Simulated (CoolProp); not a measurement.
Vapour-liquid equilibrium of R134a (1) + methanol (2) at 11.4 kPa; x and y are mole fractions of (1).

Values from CoolProp's multi-fluid Helmholtz-energy mixture model, Tillner-Roth 1994 and de Reuck 1993; pair parameters Bell 2016.

```csv
x,"bubble temperature, mixture model (K)","bubble temperature, Raoult's law (K)","y, mixture model","y, Raoult's law"
0.05,231.3,261.9,0.986,0.839
0.15,218.3,240.4,0.996,0.972
0.25,215.3,230.8,0.997,0.989
0.35,214.3,224.8,0.998,0.995
0.45,213.6,220.6,0.998,0.997
0.55,213.0,217.3,0.998,0.998
0.65,212.3,214.6,0.998,0.999
0.75,211.3,212.4,0.999,0.999
0.85,210.2,210.6,0.999,1.000
0.95,208.9,208.9,1.000,1.000
```

The largest gap from Raoult's law is -30.6 K in bubble temperature, at x = 0.05. No azeotrope shows between x = 0.05 and 0.95.

Pair parameters are fitted to limited data, so mixtures are less certain than the pure fluids. With so large a gap from Raoult's law the liquid may split in two, which this calculation doesn't test in full.
